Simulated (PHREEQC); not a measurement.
Dissolve 2.5 mmol/kgw Na2SeO3 and 67 mmol/kgw NaCl at 25 °C. Closed to the air; pH follows from the charge balance.

Computed with PHREEQC (ion-association model, wateq4f.dat).

```csv
quantity,before,after
pH,9.74,6.99
ionic strength (mol/kgw),0.0744,0.0670
SI of Halite (NaCl),-4.10,-4.12
```

Question: What was changed between the two runs?
A) Na2SeO3 left out
B) diluted 100-fold with water
C) Na2SeO3 from 0.0025 to 0.025 mol/kgw
D) Na2SeO3 from 0.0025 to 0.0125 mol/kgw
E) diluted 2-fold with water

Answer: A, Na2SeO3 left out

Precipitation was switched off in this run.
